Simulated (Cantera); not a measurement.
An isothermal, constant-pressure homogeneous reactor starts with NH3 : H2 = 1 : 0.16 (molar parts), at 1525 K and 2670 Pa.

Cantera simulation using the gas-phase N/H chemistry of the illustrative SiF4/NH3 mechanism in the Surface Chemkin manual (1991); the numbers are that mechanism's predictions, not measurements. Walls and surfaces, which speed up NH3 decomposition in real reactors, are not modelled.

x: mole fraction; the columns are a selection and need not sum to one.

```json
[
 {"t (s)": "0.000400", "x NH3": "0.862", "x H2": "0.138", "x N2H2": "<1e-12", "x H": "1.53e-8", "x NH2": "1.96e-7", "x NH": "1.08e-12", "x N2": "<1e-12"},
 {"t (s)": "0.00118", "x NH3": "0.862", "x H2": "0.138", "x N2H2": "1.13e-11", "x H": "4.26e-8", "x NH2": "5.79e-7", "x NH": "1.29e-11", "x N2": "2.11e-12"},
 {"t (s)": "0.00348", "x NH3": "0.862", "x H2": "0.138", "x N2H2": "2.08e-10", "x H": "1.23e-7", "x NH2": "1.71e-6", "x NH": "1.27e-10", "x N2": "1.48e-10"},
 {"t (s)": "0.0103", "x NH3": "0.862", "x H2": "0.138", "x N2H2": "[?]", "x H": "[?]", "x NH2": "[?]", "x NH": "[?]", "x N2": "[?]"},
 {"t (s)": "0.0303", "x NH3": "0.862", "x H2": "0.138", "x N2H2": "2.83e-8", "x H": "1.06e-6", "x NH2": "1.48e-5", "x NH": "9.96e-9", "x N2": "2.28e-7"},
 {"t (s)": "0.0894", "x NH3": "0.862", "x H2": "0.138", "x N2H2": "2.53e-7", "x H": "3.02e-6", "x NH2": "4.25e-5", "x NH": "7.89e-8", "x N2": "6.69e-6"},
 {"t (s)": "0.264", "x NH3": "0.861", "x H2": "0.138", "x N2H2": "9.96e-7", "x H": "5.86e-6", "x NH2": "8.20e-5", "x NH": "2.80e-7", "x N2": "0.000125"},
 {"t (s)": "0.779", "x NH3": "0.859", "x H2": "0.140", "x N2H2": "1.08e-6", "x H": "6.18e-6", "x NH2": "8.54e-5", "x NH": "3.03e-7", "x N2": "0.000679"},
 {"t (s)": "2.30", "x NH3": "0.853", "x H2": "0.144", "x N2H2": "1.07e-6", "x H": "6.39e-6", "x NH2": "8.49e-5", "x NH": "3.03e-7", "x N2": "[?]"},
 {"t (s)": "6.78", "x NH3": "0.836", "x H2": "0.157", "x N2H2": "1.03e-6", "x H": "7.01e-6", "x NH2": "8.37e-5", "x NH": "3.04e-7", "x N2": "0.00705"},
 {"t (s)": "20.0", "x NH3": "0.787", "x H2": "0.193", "x N2H2": "9.15e-7", "x H": "8.76e-6", "x NH2": "8.04e-5", "x NH": "3.03e-7", "x N2": "0.0201"}
]
```

Problem. Some entries are withheld; supply them.

Solution. 
- 0.0103, x N2H2: 2.74e-9
- 0.0103, x H: 3.60e-7
- 0.0103, x NH2: 5.05e-6
- 0.0103, x NH: 1.15e-9
- 0.0103, x N2: 6.79e-9
- 2.30, x N2: 0.00232
